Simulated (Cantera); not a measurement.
**Catalytic combustion on Pt**

An isothermal plug-flow reactor at 800 K and 3750 Torr (inlet), inlet velocity 0.12 m/s, active area per volume 1100 1/m; feed CO : O₂ : N₂ = 0.0036 : 0.059 : 0.79 (molar parts), equivalence ratio 0.031.

Cantera simulation using Deutschmann's 1995 Pt surface mechanism with GRI-Mech 3.0 gas chemistry; the numbers are that mechanism's predictions, not measurements. Catalytic surfaces can have several steady states; this one follows from the mechanism file's or the stated starting coverage. Mass transfer to the wall is taken as infinitely fast.

```csv
z (m),x CO,x O₂,x H₂O,x CO₂,θ free Pt,θ O*,θ CO*
0.00017,0.00190,0.0681,<1e-12,0.00233,0.0293,0.970,0.00107
0.00037,0.00123,0.0678,<1e-12,0.00300,0.0258,0.974,0.000534
0.00079,0.000590,0.0675,<1e-12,0.00364,0.0234,0.976,0.000211
0.0017,0.000150,0.0673,<1e-12,0.00408,0.0222,0.978,4.80e-5
0.0037,8.95e-6,0.0672,<1e-12,0.00422,0.0218,0.978,2.77e-6
0.0079,2.57e-8,0.0672,<1e-12,0.00423,0.0218,0.978,7.92e-9
0.017,<1e-12,0.0672,<1e-12,0.00423,0.0218,0.978,<1e-12
```
x: gas mole fraction; θ: surface coverage.
